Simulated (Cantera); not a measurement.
## Adiabatic ignition

An adiabatic, constant-volume homogeneous reactor starts with CH4 : O2 : N2 : CO2 = 1 : 5.26 : 19.8 : 1.3 (molar parts), equivalence ratio 0.38, at 1050 K and 1300000 Pa.

Detailed kinetics in Cantera: GRI-Mech 3.0 (53 species, 325 reactions). The pressure lies above the range GRI-Mech 3.0 was tuned for (to about 10 atm).

```tsv
t (s)	T (K)	P (bar)	x CH4	x O2	x H2O	x C2H6	x CH2	x C2H4
2.00e-6	1050	13.0	0.0365	0.192	1.26e-12	<1e-12	<1e-12	<1e-12
5.26e-6	1050	13.0	0.0365	0.192	9.51e-12	<1e-12	<1e-12	<1e-12
1.38e-5	1050	13.0	0.0365	0.192	6.98e-11	<1e-12	<1e-12	<1e-12
3.64e-5	1050	13.0	0.0365	0.192	4.87e-10	<1e-12	<1e-12	<1e-12
9.58e-5	1050	13.0	0.0365	0.192	3.54e-9	1.41e-11	<1e-12	<1e-12
0.000252	1050	13.0	0.0365	0.192	2.75e-8	2.98e-10	<1e-12	2.27e-12
0.000663	1050	13.0	0.0365	0.192	2.47e-7	7.96e-9	<1e-12	6.11e-11
0.00174	1050	13.0	0.0365	0.192	2.47e-6	2.23e-7	<1e-12	1.77e-9
0.00459	1050	13.0	0.0365	0.192	1.82e-5	2.40e-6	<1e-12	2.36e-8
0.0121	1051	13.0	0.0364	0.192	0.000153	2.01e-5	<1e-12	4.43e-7
0.0317	2034	25.2	<1e-12	0.119	0.0727	<1e-12	<1e-12	<1e-12
0.0835	2031	25.2	<1e-12	0.119	0.0727	<1e-12	<1e-12	<1e-12
0.220	2027	25.1	<1e-12	0.118	0.0727	<1e-12	<1e-12	<1e-12
0.578	2021	25.0	<1e-12	0.117	0.0727	<1e-12	<1e-12	<1e-12
1.52	2018	25.0	<1e-12	0.116	0.0727	<1e-12	<1e-12	<1e-12
4.00	2017	25.0	<1e-12	0.116	0.0727	<1e-12	<1e-12	<1e-12
```
x: mole fraction; the columns are a selection and need not sum to one.

| Property | Value |
|---|---|
| time of steepest temperature rise | 22.6 ms |
| temperature at 4.00 s | 2017 K |
| equilibrium temperature | 2017 K |
| x(CH4) at 4.00 s | <1e-12 (gas-phase equilibrium <1e-12) |
| x(O2) at 4.00 s | 0.116 (gas-phase equilibrium 0.116) |
| x(H2O) at 4.00 s | 0.0727 (gas-phase equilibrium 0.0727) |
